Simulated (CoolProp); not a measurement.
Properties of CF4 (R14) along the isobar 8.21 bar.

Computed with CoolProp (reference Helmholtz-energy equation of state, Platzer 1990). This equation is an older, rougher fit.

| T (K) | phase | density (kg/m³) | expansivity (1/kK) |
|---|---|---|---|
| 198.4 | gas | (withheld) | (withheld) |
| 213.5 | gas | (withheld) | 6.391 |
| 228.7 | gas | (withheld) | (withheld) |
| 243.8 | gas | 37.99 | 5.015 |
| 258.9 | gas | (withheld) | 4.567 |
| 274.1 | gas | 33.07 | 4.203 |
| 289.2 | gas | 31.10 | (withheld) |
| 304.3 | gas | 29.38 | (withheld) |
| 319.4 | gas | 27.85 | 3.432 |
| 334.6 | gas | 26.48 | 3.240 |
| 349.7 | gas | 25.24 | 3.071 |
| 364.8 | gas | 24.13 | 2.921 |
| 379.9 | gas | 23.11 | 2.786 |
| 395.1 | gas | 22.17 | 2.663 |
| 410.2 | gas | 21.32 | 2.552 |
| 425.3 | gas | 20.53 | 2.450 |

Problem. Fill in the missing entries.

Solution. 
- 198.4, density (kg/m³): 50.03
- 198.4, expansivity (1/kK): 7.584
- 213.5, density (kg/m³): 45.05
- 228.7, density (kg/m³): 41.15
- 228.7, expansivity (1/kK): 5.593
- 258.9, density (kg/m³): 35.34
- 289.2, expansivity (1/kK): 3.904
- 304.3, expansivity (1/kK): 3.650
